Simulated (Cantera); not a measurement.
Input (Python, Cantera) and output of one run.

```python
import numpy as np
import cantera as ct

gas_names = """
    C CH CH2 CH3 CH2OH CH3O CH4 CH3OH CO CO2 COOH C2 C2H CHCO,ketyl C2H2,acetylene C2H2,vinylidene
    CH2CO,ketene C2H3,vinyl CH3CO,acetyl C2H4 C2H4O,ethylen CH3CHO,ethanal CH3COOH (HCOOH)2 C2H5 C2H6
    CH3OCH3 C2H5OH C2O C3 C3H3,propargyl C3H4,allene C3H4,propyne C3H4,cyclo- C3H5,allyl C3H6,propylene
    C3H6,cyclo- C3H6O C3H7,n-propyl C3H7,i-propyl C3H8 C3H8O,1propanol C3H8O,2propanol C3O2 C4 C4H2
    C4H4,1,3-cyclo- C4H6,butadiene C4H6,2-butyne C4H6,cyclo- C4H8,1-butene C4H8,cis2-buten
    C4H8,tr2-butene C4H8,isobutene C4H8,cyclo- (CH3COOH)2 C4H9,n-butyl C4H9,i-butyl C4H9,s-butyl
    C4H9,t-butyl C4H10,isobutane C4H10,n-butane C5 C5H6,1,3cyclo- C5H8,cyclo- C5H10,1-pentene
    C5H10,cyclo- C5H11,pentyl C5H11,t-pentyl C5H12,n-pentane C5H12,i-pentane CH3C(CH3)2CH3 C6H2
    C6H5,phenyl C6H5O,phenoxy C6H6 C6H5OH,phenol C6H10,cyclo- C6H12,1-hexene C6H12,cyclo- C6H13,n-hexyl
    C7H7,benzyl C7H8 C7H8O,cresol C7H14,1-heptene C7H15,n-heptyl C7H16,n-heptane C8H8,styrene
    C8H10,ethylbenz C8H16,1-octene C8H17,n-octyl C8H18,isooctane C8H18,n-octane C9H19,n-nonyl
    C10H8,naphthale C10H21,n-decyl C12H9,o-bipheny C12H10,bipheny H HCO HO2 H2 HCHO,formaldehy HCOOH H2O
    H2O2 O OH O2 O3
""".split()
cond_names = """
    C(gr) C6H6(L) C7H8(L) C8H18(L),n-octa H2O(s) H2O(L)
""".split()


def load(file, names, dense=False):
    # The tables refer to 1 bar. Condensed volumes are neglected.
    table = {s.name: s for s in ct.Species.list_from_file(file)}
    out = []
    for n in names:
        d = dict(table[n].input_data)
        d["thermo"] = dict(d["thermo"], **{"reference-pressure": 1e5})
        if dense:
            d["equation-of-state"] = {"model": "constant-volume", "density": "1e6 g/cm^3"}
        out.append(ct.Species.from_dict(d))
    return out


gas = ct.Solution(thermo="ideal-gas", species=load("nasa_gas.yaml", gas_names))
cond = {s.name: ct.Solution(thermo="fixed-stoichiometry", species=[s], name=s.name)
        for s in load("nasa_condensed.yaml", cond_names, dense=True)}
atoms = {
    'C2H2': {'C': 2, 'H': 2},
    'H2O': {'H': 2, 'O': 1},
    'H2': {'H': 2},
}
top_T = {'C(gr)': 4500}  # K; cautious upper limits of use, not melting points


def equilibrate(T, P, feed):
    n = {}
    for name, mol in feed.items():
        for a, k in atoms[name].items():
            n[a] = n.get(a, 0.0) + k * mol
    gas.TPX = T, P, n
    mass = sum(n.values()) * gas.mean_molecular_weight
    gas.equilibrate("TP")
    valid = [c for c in cond.values() if c.min_temp <= T <= top_T.get(c.name, c.max_temp)]
    mix = ct.Mixture([(gas, mass / gas.mean_molecular_weight)] + [(c, 0.0) for c in valid])
    mix.T, mix.P = T, P
    mix.equilibrate("TP", solver="vcs", rtol=1e-11, max_steps=5000)
    return mix


results = []
feed = {'C2H2': 1, 'H2O': 2.4, 'H2': 71}  # mol
T = 2523.15  # K
P = 39  # Pa
mix = equilibrate(T, P, feed)
results.append((T, P, feed, dict(zip(mix.species_names, mix.species_moles))))
print(gas.report(threshold=0.0001))
for i in range(1, mix.n_phases):
    print(f"{mix.phase(i).name:16s} {mix.phase_moles(i):12.5e} mol")
```

Result:

```
       temperature   2523.2 K
          pressure   39 Pa
           density   3.3012e-06 kg/m^3
  mean mol. weight   1.7758 kg/kmol
   phase of matter   gas

                          1 kg             1 kmol
                     ---------------   ---------------
          enthalpy        1.1733e+08        2.0835e+08  J
   internal energy        1.0551e+08        1.8737e+08  J
           entropy        1.3621e+05        2.4188e+05  J/K
    Gibbs function       -2.2635e+08       -4.0195e+08  J
 heat capacity c_p             14093             25027  J/K
 heat capacity c_v            9411.4             16713  J/K

                      mass frac. Y      mole frac. X     chem. pot. / RT
                     ---------------   ---------------   ---------------
                CO           0.26353          0.016707           -45.729
                 H           0.40822           0.71916            -14.72
                H2           0.29607           0.26079           -29.439
               H2O          0.012747         0.0012565           -54.597
                 O          0.012003         0.0013322           -25.157
                OH         0.0070605        0.00073722           -39.877
     [ +104 minor]        0.00036592        1.5483e-05

C(gr)             0.00000e+00 mol
```

These are equilibrium values from Cantera (NASA tables, ideal gas, pure condensed phases), not measurements of a reactor.
